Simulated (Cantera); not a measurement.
## Hydrocarbon pyrolysis for carbon deposition

A perfectly stirred reactor is fed with C3H8 : H2 = 1 : 16 (molar parts), at 6.98 Torr; it is held at 1550 K, and followed from long to short residence time.

Detailed kinetics in Cantera: GRI-Mech 3.0 (53 species, 325 reactions). GRI-Mech 3.0 was tuned for natural gas; its chemistry of propane as a main component is partial and can be far from experiment. GRI-Mech 3.0 stops at C3 and has no aromatics, soot or wall deposition, so with more carbon than oxygen in the feed, carbon stays in small species such as C2H2 where larger ones or solid carbon would form. Radical loss at walls, strong at low pressure, is not modelled.

| τ (s) | x C3H8 | x H2 | x CH4 | x CH2 | x C2H6 |
|---|---|---|---|---|---|
| 1.6 | 2.38e-5 | 0.904 | 0.0342 | 3.25e-7 | 8.85e-6 |
| 0.87 | 4.06e-5 | 0.902 | 0.0386 | 4.38e-7 | 1.29e-5 |
| 0.48 | 6.83e-5 | 0.899 | 0.0427 | 5.76e-7 | 1.81e-5 |
| 0.26 | 0.000116 | 0.896 | 0.0467 | 7.48e-7 | 2.50e-5 |
| 0.14 | 0.000200 | 0.894 | 0.0503 | 9.51e-7 | 3.38e-5 |
| 0.079 | 0.000330 | 0.892 | 0.0529 | 1.17e-6 | 4.40e-5 |
| 0.043 | 0.000562 | 0.891 | 0.0549 | 1.43e-6 | 5.77e-5 |
| 0.024 | 0.000938 | 0.889 | 0.0561 | 1.72e-6 | 7.51e-5 |
| 0.013 | 0.00160 | 0.889 | 0.0564 | 2.09e-6 | 0.000100 |
| 0.0071 | 0.00270 | 0.889 | 0.0556 | 2.56e-6 | 0.000135 |
x: mole fraction; the columns are a selection and need not sum to one.
